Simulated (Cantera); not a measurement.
Equilibrium for aluminium nitride and oxide growth: AlBr3 + NH3 + H2

Charge: 1 mol AlBr3, 64 mol NH3, a varied amount of H2, held at 800 K and 0.000980 bar.

Method: chemical equilibrium by Gibbs-energy minimisation in Cantera with the NASA 1993 tables (ideal gas, pure condensed phases). Candidate condensed phases: Al, AlBr3, AlN, Br2; 19 gas species. Kinetics and transport are ignored.

From 1.7 mol H2 to 790 mol H2 the condensed part is AlN(s). The main Al-bearing gas is AlBr3 throughout.

| n(H2) (mol) | x H2 | x N2 | x HBr | x AlBr3 | x NH3 | x Br | n AlN(s) |
|---|---|---|---|---|---|---|---|
| 1.7 | 0.736 | 0.241 | 0.0227 | 9.91e-5 | 9.09e-7 | 3.40e-8 | 0.987 |
| 4.1 | 0.741 | 0.237 | 0.0223 | 9.39e-5 | 9.09e-7 | 3.33e-8 | 0.987 |
| 9.8 | 0.752 | 0.227 | 0.0214 | 8.30e-5 | 9.10e-7 | 3.18e-8 | 0.988 |
| 24 | 0.775 | 0.206 | 0.0194 | 6.26e-5 | 9.06e-7 | 2.84e-8 | 0.990 |
| 57 | 0.815 | 0.169 | 0.0160 | 3.59e-5 | 8.87e-7 | 2.29e-8 | 0.993 |
| 140 | 0.872 | 0.117 | 0.0111 | 1.30e-5 | 8.16e-7 | 1.53e-8 | 0.996 |
| 330 | 0.925 | 0.0686 | 0.00653 | 3.15e-6 | 6.83e-7 | 8.75e-9 | 0.999 |
| 790 | 0.962 | 0.0343 | 0.00326 | 5.25e-7 | 5.12e-7 | 4.29e-9 | 1.000 |
x: gas mole fraction; n: condensed amount in mol.
